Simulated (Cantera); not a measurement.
## Transport properties of process gases

Gas mixture: O2 = 0.9 (molar parts), at 1.00 atm, frozen composition.

Cantera's kinetic-theory transport with the Lennard-Jones parameters of GRI-Mech 3.0, ideal gas; thermal conductivity in the mixture-averaged form.

```
T (K)  ρ (kg/m³)  cp (J/kg/K)  μ (µPa s)  λ (mW/m/K)     Pr  D (cm²/s) CH3  D (cm²/s) NH3  D (cm²/s) H
-----  ---------  -----------  ---------  ----------  -----  -------------  -------------  -----------
400        0.975        941.4       25.6        33.9  0.713          0.379          0.385         2.12
550        0.709        987.2       32.1        44.7  0.709          0.658          0.694         3.69
700        0.557         1031       37.8        55.0  0.709          0.993           1.07         5.58
850        0.459         1065       43.0        64.6  0.710           1.38           1.51         7.74
1000       0.390         1090       47.9        73.6  0.710           1.81           2.00         10.2
1150       0.339         1109       52.5        82.2  0.708           2.29           2.54         12.8
1300       0.300         1125       56.9        90.4  0.708           2.81           3.13         15.8
```
D: mixture-averaged diffusion coefficient of that species in the mixture.
